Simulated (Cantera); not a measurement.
Input: 1 mol Pb, 2.1 mol O₂, 0.78 mol N₂, 0.1 mol H₂, equilibrated at 1.00 Torr.

Method: chemical equilibrium by Gibbs-energy minimisation in Cantera with the NASA 1993 tables (ideal gas, pure condensed phases). Candidate condensed phases: H₂O, Pb, PbO, PbO₂, Pb₃O₄; 27 gas species. Gases not in the tables: (PbO)n polymers. The numbers say what is thermodynamically allowed, not how fast it happens. All values below are at 1398 K.

Base state: O₂ 0.458, PbO 0.263, N₂ 0.224, H₂O 0.0287, Pb 0.0251, NO 0.000565, OH 0.000103, O 1.70e-5 (mole fractions); condensed: gas only.

Question: What changes in the equilibrium state with this change: Pb replaced by HgO?

Answer: 
```json
[
 {"species": "O₂", "before": "0.458", "after": "0.575"},
 {"species": "Hg", "before": "0", "after": "0.226"},
 {"species": "N₂", "before": "0.224", "after": "0.176"},
 {"species": "PbO", "before": "0.263", "after": "0"},
 {"species": "Pb", "before": "0.0251", "after": "0"},
 {"species": "H₂O", "before": "0.0287", "after": "0.0225"},
 {"species": "O", "before": "1.70e-5", "after": "1.91e-5"},
 {"species": "OH", "before": "0.000103", "after": "9.64e-5"}
]
```
Further candidate phases: Hg, HgO.
